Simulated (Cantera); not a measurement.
A Cantera script and its output.

```python
import numpy as np
import cantera as ct

gas = ct.Solution("gri30.yaml")
gas.TPX = 1500, 43000, {'CH4': 1, 'H2O': 2.3}
reactor = ct.IdealGasConstPressureReactor(gas, energy="off", clone=False)
net = ct.ReactorNet([reactor])
net.rtol, net.atol = 1e-08, 1e-18
show = ['CH4', 'H2O', 'CH2CO', 'CO2', 'CO']
times = np.geomspace(2e-05, 2, 11)

steps = ct.SolutionArray(gas, extra=["t"])
rows = []
print(f"{'t/s':>10s}{'T/K':>9s}{'P/Pa':>11s}" + "".join(f"{s:>11s}" for s in show))
for t in times:
    while net.time < t:
        t_next = net.step()
        steps.append(gas.state, t=t_next)
    rows.append([np.interp(t, steps.t, y) for y in (steps.T, steps.P, *steps(*show).X.T)])
    print(f"{t:10.3e}{rows[-1][0]:9.1f}{rows[-1][1]:11.4g}" + "".join(f"{x:11.3e}" for x in rows[-1][2:]))
rate = np.gradient(steps.T, steps.t)
print("integrator steps:", len(steps.t))
if steps.T.max() > steps.T[0] + 200:
    print(f"time of steepest temperature rise: {steps.t[rate.argmax()]:.4e} s")
gas.TPX = 1500, 43000, {'CH4': 1, 'H2O': 2.3}
gas.equilibrate("TP")
print(f"equilibrium (TP): T = {gas.T:.1f} K  " + "  ".join(f"{s} {gas[s].X[0]:.3e}" for s in show))
```

It prints:

```
       t/s      T/K       P/Pa        CH4        H2O      CH2CO        CO2         CO
 2.000e-05   1500.0    4.3e+04  3.030e-01  6.970e-01  6.456e-22  9.447e-23  9.351e-16
 6.325e-05   1500.0    4.3e+04  3.030e-01  6.970e-01  6.683e-19  1.204e-19  1.440e-13
 2.000e-04   1500.0    4.3e+04  3.030e-01  6.969e-01  6.568e-16  2.219e-16  2.969e-11
 6.325e-04   1500.0    4.3e+04  3.028e-01  6.969e-01  3.802e-13  2.443e-13  4.107e-09
 2.000e-03   1500.0    4.3e+04  3.023e-01  6.969e-01  7.417e-11  6.253e-11  1.841e-07
 6.325e-03   1500.0    4.3e+04  3.001e-01  6.964e-01  1.031e-08  8.410e-09  4.840e-06
 2.000e-02   1500.0    4.3e+04  2.911e-01  6.931e-01  8.417e-07  5.500e-07  6.355e-05
 6.325e-02   1500.0    4.3e+04  2.642e-01  6.786e-01  1.201e-05  1.115e-05  3.363e-04
 2.000e-01   1500.0    4.3e+04  2.094e-01  6.459e-01  3.137e-05  1.379e-04  1.489e-03
 6.325e-01   1500.0    4.3e+04  1.314e-01  5.938e-01  4.391e-05  1.402e-03  5.902e-03
 2.000e+00   1500.0    4.3e+04  6.600e-02  5.203e-01  4.053e-05  8.456e-03  1.953e-02
integrator steps: 1099
equilibrium (TP): T = 1500.0 K  CH4 1.218e-07  H2O 2.214e-01  CH2CO 6.394e-13  CO2 2.391e-02  CO 1.648e-01
```

Detailed kinetics in Cantera: GRI-Mech 3.0 (53 species, 325 reactions).
